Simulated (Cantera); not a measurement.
An adiabatic, constant-pressure homogeneous reactor starts with CH₄ : CO : O₂ : N₂ = 1 : 0.47 : 4.76 : 17.9 (molar parts), at 1773 K and 0.440 bar. Integrator tolerance rtol = 1e-08.

Detailed kinetics in Cantera: GRI-Mech 3.0 (53 species, 325 reactions).

What does this change do: pressure from 0.440 bar to 1.01 bar?


```json
[
 {"quantity": "time of steepest temperature rise", "before": "0.269 ms", "after": "0.124 ms"},
 {"quantity": "temperature at 0.800 s", "before": "2524 K", "after": "2559 K"},
 {"quantity": "equilibrium temperature", "before": "2524 K", "after": "2559 K"},
 {"quantity": "x(CH₄) at 0.800 s", "before": "<1e-12 (gas-phase equilibrium <1e-12)", "after": "<1e-12 (gas-phase equilibrium <1e-12)"},
 {"quantity": "x(CO) at 0.800 s", "before": "0.0103 (gas-phase equilibrium 0.0103)", "after": "0.00846 (gas-phase equilibrium 0.00846)"},
 {"quantity": "x(O₂) at 0.800 s", "before": "0.0959 (gas-phase equilibrium 0.0959)", "after": "0.0956 (gas-phase equilibrium 0.0956)"},
 {"quantity": "x(CH₂CO) at 0.800 s", "before": "<1e-12 (gas-phase equilibrium <1e-12)", "after": "<1e-12 (gas-phase equilibrium <1e-12)"},
 {"quantity": "x(CH₃) at 0.800 s", "before": "<1e-12 (gas-phase equilibrium <1e-12)", "after": "<1e-12 (gas-phase equilibrium <1e-12)"},
 {"quantity": "x(NO₂) at 0.800 s", "before": "6.07e-6 (gas-phase equilibrium 6.07e-6)", "after": "9.42e-6 (gas-phase equilibrium 9.42e-6)"}
]
```

What does this change do: CO 0.47 to 0.22 parts?


```tsv
quantity	before	after
time of steepest temperature rise	0.269 ms	0.272 ms
temperature at 0.800 s	2524 K	2495 K
equilibrium temperature	2524 K	2495 K
x(CH₄) at 0.800 s	<1e-12 (gas-phase equilibrium <1e-12)	<1e-12 (gas-phase equilibrium <1e-12)
x(CO) at 0.800 s	0.0103 (gas-phase equilibrium 0.0103)	0.00740 (gas-phase equilibrium 0.00740)
x(O₂) at 0.800 s	0.0959 (gas-phase equilibrium 0.0959)	0.101 (gas-phase equilibrium 0.101)
x(CH₂CO) at 0.800 s	<1e-12 (gas-phase equilibrium <1e-12)	<1e-12 (gas-phase equilibrium <1e-12)
x(CH₃) at 0.800 s	<1e-12 (gas-phase equilibrium <1e-12)	<1e-12 (gas-phase equilibrium <1e-12)
x(NO₂) at 0.800 s	6.07e-6 (gas-phase equilibrium 6.07e-6)	6.29e-6 (gas-phase equilibrium 6.29e-6)
```
